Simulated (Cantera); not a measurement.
Charge: 1 mol MgO, 0.83 mol F2, 0.073 mol O2, equilibrated at 13.3 mbar.

Cantera equilibrium calculation (NASA polynomials, part measured and part estimated; ideal gas, pure solids and liquids). Candidate condensed phases: Mg, MgF2, MgO; 14 gas species. Mutual solubility and eutectic melting of coexisting phases are not modelled. Equilibrium is a limit: real reactors are often held back by kinetics, nucleation or transport.

Q: Which condensed phases are stable at each of these points (T (°C)): 775, 875, 975, 1075, 1175, 1275, 1375, 1475, 1575, 1675?

A: 
```
T (°C)  condensed phases  Mg condensed (%)
------  ----------------  ----------------
775     MgF2(s) + MgO(s)             100.0
875     MgF2(s) + MgO(s)             100.0
975     MgF2(s) + MgO(s)             100.0
1075    MgF2(s) + MgO(s)             100.0
1175    MgF2(s) + MgO(s)              99.9
1275    MgF2(l) + MgO(s)              99.5
1375    MgF2(l) + MgO(s)              97.8
1475    MgF2(l) + MgO(s)              91.1
1575    MgF2(l) + MgO(s)              56.3
1675              MgO(s)              17.0
```

From 775 °C to 1175 °C the condensed part is MgF2(s) + MgO(s). From 1275 °C to 1575 °C the condensed part is MgF2(l) + MgO(s). At 1675 °C the condensed part is MgO(s).
